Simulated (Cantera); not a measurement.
Cantera run:

```python
import numpy as np
import cantera as ct

gas_names = """
    O2 S2
""".split()
cond_names = """
    Na(L) Na2O(c) Na2S(1) Na2SO4(I)
""".split()


# ... load() reads the species with a 1 bar reference pressure and builds the phases ...
species = {s.name: s for s in load("nasa_gas.yaml", gas_names) + load("nasa_condensed.yaml", cond_names)}
T = 1150
g = {n: (s.thermo.h(T) - T * s.thermo.s(T)) / (ct.gas_constant * T * np.log(10)) for n, s in species.items()}
valid = cond_names  # the entries whose range holds T


def stable(la, lb):
    # potentials (over RT ln 10) of the two non-metals from log10 p(O2) and log10 p(S2) in bar
    mu = {}
    mu["O"] = (g["O2"] + la) / 2
    mu["S"] = (g["S2"] + lb) / 2
    cost = {}
    for n in valid:
        c = species[n].composition
        cost[n] = (g[n] - sum(c.get(e, 0) * m for e, m in mu.items())) / c["Na"]
    return min(cost, key=cost.get)


results = []
for lb in [0, -1, -2, -3, -4, -5, -6, -7, -8, -9, -10, -11, -12, -13]:
    row = [stable(la, lb) for la in [-35, -32.5, -30, -27.5, -25, -22.5, -20, -17.5, -15, -12.5, -10, -7.5, -5, -2.5, 0]]
    results.append(row)
    print(f"{lb:6.1f}  " + " ".join(f"{valid.index(n):x}" for n in row))
print("key: " + ", ".join(f"{i:x} {n}" for i, n in enumerate(valid)))
```

It prints:

```
   0.0  2 2 2 2 2 2 2 2 2 3 3 3 3 3 3
  -1.0  2 2 2 2 2 2 2 2 2 3 3 3 3 3 3
  -2.0  2 2 2 2 2 2 2 2 2 3 3 3 3 3 3
  -3.0  2 2 2 2 2 2 2 2 2 3 3 3 3 3 3
  -4.0  2 2 2 2 2 2 2 2 2 3 3 3 3 3 3
  -5.0  2 2 2 2 2 2 2 2 2 3 3 3 3 3 3
  -6.0  2 2 2 2 2 2 2 2 2 3 3 3 3 3 3
  -7.0  2 2 2 2 2 2 2 2 2 3 3 3 3 3 3
  -8.0  2 2 2 2 2 2 2 2 2 3 3 3 3 3 3
  -9.0  2 2 2 2 2 2 2 2 2 3 3 3 3 3 3
 -10.0  2 2 2 2 2 2 2 2 2 3 3 3 3 3 3
 -11.0  2 2 2 2 2 2 2 2 2 3 3 3 3 3 3
 -12.0  2 2 2 2 2 2 2 2 2 3 3 3 3 3 3
 -13.0  2 2 2 2 2 2 2 2 2 3 3 3 3 3 3
key: 0 Na(L), 1 Na2O(c), 2 Na2S(1), 3 Na2SO4(I)
```

Source: NASA polynomial tables (part measured, part estimated), evaluated in Cantera. Not in the tables: pyrosulfates. Part of the grid cannot be reached: there another gas would pass 10 bar, or a non-metal would condense.
